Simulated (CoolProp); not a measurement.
A Linde-Hampson liquefier for CF4 (R14): isothermal reversible compression at 280 K from 1 atm to 25 MPa, throttling to 1 atm, return gas leaving the recuperator 5 K below the feed. Each further row changes one setting.

Computed with CoolProp (reference Helmholtz-energy equation of state, Platzer 1990). This equation is an older, rougher fit; its heat capacities, sound speeds and derivatives of the liquid may be far off and weren't checked against measurements.

```
case                        liquid yield per pass  compression work (kJ/kg of gas)
--------------------------  ---------------------  -------------------------------
as stated                                   0.330                              126
high pressure 50 MPa                        0.323                              148
warm-end temperature 310 K                  0.252                              147
warm-end gap 10 K                           0.319                              126
```
